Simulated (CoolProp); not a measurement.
Properties of propylene along the isotherm 219.9 K.

The numbers come from the reference Helmholtz-energy equation of state, Lemmon 2013 in CoolProp.

```json
[
 {"p (bar)": "0.36", "phase": "gas", "cp (kJ/(kg K))": "1.277", "isothermal compressibility (1/MPa)": "28.17", "viscosity (µPa s)": "6.23"},
 {"p (bar)": "0.683", "phase": "gas", "cp (kJ/(kg K))": "1.297", "isothermal compressibility (1/MPa)": "15.05", "viscosity (µPa s)": "6.21"},
 {"p (bar)": "1.29", "phase": "liquid", "cp (kJ/(kg K))": "2.169", "isothermal compressibility (1/MPa)": "0.001731", "viscosity (µPa s)": "209"},
 {"p (bar)": "2.45", "phase": "liquid", "cp (kJ/(kg K))": "2.169", "isothermal compressibility (1/MPa)": "?", "viscosity (µPa s)": "209"},
 {"p (bar)": "4.65", "phase": "liquid", "cp (kJ/(kg K))": "2.168", "isothermal compressibility (1/MPa)": "?", "viscosity (µPa s)": "209"},
 {"p (bar)": "8.82", "phase": "liquid", "cp (kJ/(kg K))": "2.166", "isothermal compressibility (1/MPa)": "0.001708", "viscosity (µPa s)": "210"},
 {"p (bar)": "16.7", "phase": "liquid", "cp (kJ/(kg K))": "?", "isothermal compressibility (1/MPa)": "?", "viscosity (µPa s)": "211"},
 {"p (bar)": "31.7", "phase": "liquid", "cp (kJ/(kg K))": "2.156", "isothermal compressibility (1/MPa)": "?", "viscosity (µPa s)": "214"},
 {"p (bar)": "60.1", "phase": "liquid", "cp (kJ/(kg K))": "?", "isothermal compressibility (1/MPa)": "0.001570", "viscosity (µPa s)": "?"},
 {"p (bar)": "114", "phase": "liquid", "cp (kJ/(kg K))": "2.127", "isothermal compressibility (1/MPa)": "0.001451", "viscosity (µPa s)": "229"}
]
```

Task: Complete the blanks.

Result: 
- 2.45, isothermal compressibility (1/MPa): 0.001728
- 4.65, isothermal compressibility (1/MPa): 0.001721
- 16.7, cp (kJ/(kg K)): 2.162
- 16.7, isothermal compressibility (1/MPa): 0.001685
- 31.7, isothermal compressibility (1/MPa): 0.001643
- 60.1, cp (kJ/(kg K)): 2.145
- 60.1, viscosity (µPa s): 219

Viscosity comes from a separate model (Huber 2003), an estimate that may be off by 10 % or more.
